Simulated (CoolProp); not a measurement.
Model: reference Helmholtz-energy equation of state, de Reuck 1993, in CoolProp.

Task: Give the vapour pressure (MPa), vapour density (kg/m³), surface tension (mN/m), vapour viscosity (µPa s) of saturated methanol at -15.85, 8.55, 69.55 °C.

Result: 
```
T (°C)  p (MPa)  vapour density (kg/m³)  surface tension (mN/m)  vapour viscosity (µPa s)
------  -------  ----------------------  ----------------------  ------------------------
-15.85  0.00139                  0.0211                    25.7                      8.34
8.55    0.00683                  0.0951                    23.5                      9.11
69.55     0.123                    1.47                    18.4                      11.0
```

Viscosity comes from a separate model (Xiang 2006). Surface tension comes from a separate correlation (Mulero 2012).
